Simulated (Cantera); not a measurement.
Cantera run, input and output.

```python
import numpy as np
import cantera as ct

gas = ct.Solution("h2o2.yaml")
gas.TPX = 550, 13332, {'H2': 1, 'O2': 0.278, 'N2': 1, 'H2O': 0.36}
flame = ct.FreeFlame(gas, width=0.16)
flame.set_refine_criteria(ratio=3, slope=0.08, curve=0.16)
flame.transport_model = "mixture-averaged"
flame.solve(loglevel=0, auto=True)
z, T = flame.grid, flame.T
thick = (T[-1] - T[0]) / np.gradient(T, z).max()
show = ['H2', 'O2', 'H2O', 'HO2', 'OH', 'H2O2']
print(f"laminar burning velocity  {flame.velocity[0] * 100:.3f} cm/s")
print(f"burnt temperature         {T[-1]:.1f} K")
print(f"thermal thickness         {thick * 1e3:.4f} mm")
print(f"grid points               {len(z)}")
z0 = z[flame.heat_release_rate.argmax()]
print(f"{'z/mm':>9s}{'T/K':>9s}{'u/(m/s)':>9s}" + "".join(f"{s:>11s}" for s in show))
rows = []
for k in (-3, -2, -1.5, -1, -0.5, -0.25, 0, 0.25, 0.5, 1, 2, 4, 8):
    zz = z0 + k * thick
    rows.append([k * thick, np.interp(zz, z, T), np.interp(zz, z, flame.velocity),
                 *(np.interp(zz, z, flame.X[gas.species_index(s)]) for s in show)])
    print(f"{rows[-1][0] * 1e3:9.3f}{rows[-1][1]:9.1f}{rows[-1][2]:9.3f}" + "".join(f"{x:11.3e}" for x in rows[-1][3:]))
```

It prints:

```
laminar burning velocity  540.232 cm/s
burnt temperature         2070.2 K
thermal thickness         5.5392 mm
grid points               139
     z/mm      T/K  u/(m/s)         H2         O2        H2O        HO2         OH       H2O2
  -16.618    550.0    5.402  3.791e-01  1.054e-01  1.365e-01  4.465e-15  1.131e-20 -1.819e-17
  -11.078    550.0    5.402  3.791e-01  1.054e-01  1.365e-01  1.042e-11  1.466e-16  1.076e-15
   -8.309    550.0    5.402  3.791e-01  1.054e-01  1.365e-01  1.457e-09  4.492e-14  2.597e-13
   -5.539    550.0    5.402  3.791e-01  1.054e-01  1.365e-01  2.905e-07  5.835e-11  1.599e-10
   -2.770    559.4    5.484  3.773e-01  1.053e-01  1.373e-01  8.505e-05  2.952e-05  1.323e-06
   -1.385    706.3    6.831  3.544e-01  1.008e-01  1.522e-01  5.538e-05  3.168e-04  2.133e-06
    0.000   1061.5   10.005  2.510e-01  6.615e-02  2.305e-01  1.841e-05  1.499e-03  3.554e-07
    1.385   1299.8   12.134  1.549e-01  1.412e-02  3.311e-01  3.334e-06  3.733e-03  4.227e-07
    2.770   1393.8   12.936  1.420e-01  4.536e-03  3.514e-01  9.846e-07  4.629e-03  3.952e-07
    5.539   1494.3   13.770  1.472e-01  2.978e-03  3.565e-01  5.807e-07  5.496e-03  3.310e-07
   11.078   1605.7   14.672  1.550e-01  2.301e-03  3.608e-01  4.082e-07  6.116e-03  2.203e-07
   22.157   1719.2   15.566  1.625e-01  1.568e-03  3.662e-01  2.641e-07  6.210e-03  1.230e-07
   44.314   1823.7   16.370  1.690e-01  9.238e-04  3.719e-01  1.575e-07  5.642e-03  6.295e-08
```

Cantera simulation using the H2/O2 subset of GRI-Mech 3.0, which has no nitrogen chemistry; the numbers are that mechanism's predictions, not measurements. Burning velocities carry a grid error of a few per cent, more on coarse grids.
